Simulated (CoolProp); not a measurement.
Computed with CoolProp (reference Helmholtz-energy equation of state, Wu 2011).

**Question.** For dimethyl ether, give the phase and the density (kg/m³), cp (kJ/(kg K)), speed of sound (m/s), expansivity (1/kK) at 13.65 °C and 5910 kPa.

**Answer.** 
- 13.65 °C and 5910 kPa: liquid; density 689, cp 2.34, speed of sound 984, expansivity 2.12
